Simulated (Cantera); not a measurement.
## Low-pressure radical oxidation in H2/O2

An isothermal, constant-pressure homogeneous reactor starts with 12.3 % H2, 87.7 % O2, equivalence ratio 0.070, at 973 K and 10.00 Torr.

Model: GRI-Mech 3.0 (53 species, 325 reactions), integrated in Cantera. Radical loss at walls, strong at low pressure, is not modelled. The temperature is held fixed by assumption; the heat of reaction is taken as removed at once.

```tsv
t (s)	x H2	x O2	x H2O	x HO2	x H2O2
0.000500	0.123	0.877	4.84e-10	2.53e-10	<1e-12
0.00147	0.123	0.877	4.09e-8	1.34e-9	<1e-12
0.00431	0.118	0.874	0.00358	6.24e-6	1.77e-8
0.0127	0.00290	0.850	0.119	1.30e-5	2.73e-7
0.0372	0.000317	0.867	0.130	7.36e-6	2.50e-7
0.109	3.00e-5	0.869	0.131	2.03e-6	1.51e-7
0.321	3.20e-6	0.869	0.131	4.08e-7	6.77e-8
0.941	4.18e-7	0.869	0.131	8.67e-8	2.76e-8
2.76	7.71e-8	0.869	0.131	2.18e-8	1.13e-8
8.12	1.87e-8	0.869	0.131	6.27e-9	4.58e-9
23.8	5.24e-9	0.869	0.131	1.98e-9	1.81e-9
70.0	1.59e-9	0.869	0.131	7.30e-10	6.87e-10
```
x: mole fraction; the columns are a selection and need not sum to one.

Equilibrium at this temperature and pressure: H2 4.68e-11, O2 0.869, H2O 0.131, HO2 6.74e-10, H2O2 2.78e-11 (gas phase only).
